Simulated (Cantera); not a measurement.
Input: 1 mol HgO, 43 mol H2, equilibrated at 1573.15 K and 500 Pa.

Equilibrium computed with Cantera from the NASA thermochemical tables; the gas is ideal and each condensed phase is pure. Candidate condensed phases: H2O, Hg, HgO; 10 gas species. Equilibrium is a limit: real reactors are often held back by kinetics, nucleation or transport.

What is the equilibrium state?


```
Item                                  Value
--------------------------------  ---------
x(H2)                                 0.954
x(Hg)                                0.0227
x(H2O)                               0.0227
x(H)                               0.000563
gas amount                        44.01 mol
log10 activity of Hg(l) (absent)      -6.77
```
